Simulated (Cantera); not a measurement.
A closed system holds: 1 mol SiH2Cl2, 1.4 mol N2, 0.42 mol H2, equilibrated at 2023.15 K and 10000 Pa.

Method: chemical equilibrium by Gibbs-energy minimisation in Cantera with the NASA 1993 tables (ideal gas, pure condensed phases). Candidate condensed phases: NH4Cl, Si, Si3N4; 28 gas species. The tables' values for SiCl3, SiCl, SiN are old estimates; treat these amounts as uncertain. Gases not in the tables: Si2H6 and higher silanes. The numbers say what is thermodynamically allowed, not how fast it happens.

What is the equilibrium state?


* **x(N2)**: 0.366
* **x(H2)**: 0.294
* **x(SiCl2)**: 0.180
* **x(HCl)**: 0.150
* **x(SiCl3)**: 0.00334
* **x(H)**: 0.00326
* **x(SiCl)**: 0.00133
* **x(Cl)**: 0.00124
* **x(Si)**: 0.000570
* **n(Si(l))**: 0.292 mol
* **gas amount**: 3.827 mol
